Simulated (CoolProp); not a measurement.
Vapour-liquid equilibrium of propane (1) + cyclopropane (2) at 0.645 MPa; x and y are mole fractions of (1).

Computed with CoolProp (multi-fluid Helmholtz-energy mixture model, Lemmon 2009 and Polt 1992; pair parameters Bell 2016). This equation is an older, rougher fit; its heat capacities, sound speeds and derivatives of the liquid may be far off and weren't checked against measurements.

Give the bubble temperature and the first vapour's composition at x = 0.05, 0.125, 0.425. Is there an azeotrope?

x = 0.05: 292.8 K, y = 0.074; x = 0.125: 291.3 K, y = 0.176; x = 0.425: 286.9 K, y = 0.499. No azeotrope shows between x = 0.05 and 0.95.

Pair parameters are fitted to limited data, so mixtures are less certain than the pure fluids.
